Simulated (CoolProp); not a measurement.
A single-stage vapour-compression cycle with R365MFC: evaporating at 304.15 K (dew point), condensing at 366.15 K (bubble point), superheat 10 K, subcooling 5 K, compressor efficiency 0.7, no pressure losses. Each further row changes one setting.

Values from CoolProp's reference Helmholtz-energy equation of state, Lemmon 2016.

```tsv
case	cooling COP	pressure ratio	discharge temperature (K)	refrigerating effect (kJ/kg)	volumetric capacity (kJ/m³)
as stated	___	6.87	366.7	120	505
evaporating temperature 309.15 K	2.91	5.68	367.0	___	627
condensing temperature 361.15 K	2.88	6.05	362.9	127	537
subcooling 10 K	___	6.87	366.7	127	537
superheat 20 K	2.64	6.87	___	___	530
compressor efficiency 0.6	2.18	6.87	___	120	505
```

Q: What belongs in the gaps?

A: 
- as stated, cooling COP: 2.54
- evaporating temperature 309.15 K, refrigerating effect (kJ/kg): 125
- subcooling 10 K, cooling COP: 2.70
- superheat 20 K, discharge temperature (K): 376.9
- superheat 20 K, refrigerating effect (kJ/kg): 130
- compressor efficiency 0.6, discharge temperature (K): 373.0
